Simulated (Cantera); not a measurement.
## N2O furnace oxynitridation

A perfectly stirred reactor is fed with 95.1 % N2O, 4.76 % O2, 0.133 % N2, at 0.132 atm; it is held at 1275 K, and followed from long to short residence time.

Detailed kinetics in Cantera: GRI-Mech 3.0 (53 species, 325 reactions). GRI-Mech 3.0 was tuned for natural gas; its chemistry of N2O as a main component is partial and can be far from experiment. The mechanism lacks the step 2 NO + O2 → 2 NO2, which can matter for NO2 below about 1400 K. The temperature is held fixed by assumption; the heat of reaction is taken as removed at once.

```
τ (s)   x N2O    x O2      x NO      x O     x N2
------  -----  ------  --------  -------  -------
0.37    0.814  0.0856    0.0127  5.39e-6   0.0882
0.22    0.864  0.0716   0.00806  5.41e-6   0.0562
0.13    0.898  0.0623   0.00496  5.42e-6   0.0351
0.077   0.919  0.0565   0.00301  5.42e-6   0.0218
0.046   0.931  0.0530   0.00182  5.42e-6   0.0137
0.027   0.939  0.0508   0.00108  5.42e-6  0.00867
0.016   0.944  0.0495  0.000642  5.42e-6  0.00570
0.0096  0.947  0.0487  0.000386  5.41e-6  0.00396
0.0057  0.949  0.0482  0.000229  5.40e-6  0.00289
```
x: mole fraction; the columns are a selection and need not sum to one.
